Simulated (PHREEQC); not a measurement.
A solution holds 0.46 mol KCl and 1.2 mol Na2SO4 per kg of water, at 25 °C. Closed to the air; pH follows from the charge balance.

Equilibrium calculation in PHREEQC: Pitzer model, pitzer.dat.

**Question.** The ionic strength comes out as 4.06 mol/kgw. What activity coefficients do Na+, SO4-2, K+, Cl- get?

**Answer.** Na+ 0.47, SO4-2 0.029, K+ 0.41, Cl- 0.58. Single-ion values are on the MacInnes scale.

This is a speciation only: nothing precipitates in the calculation. Complexes and solids missing from the database can't appear.
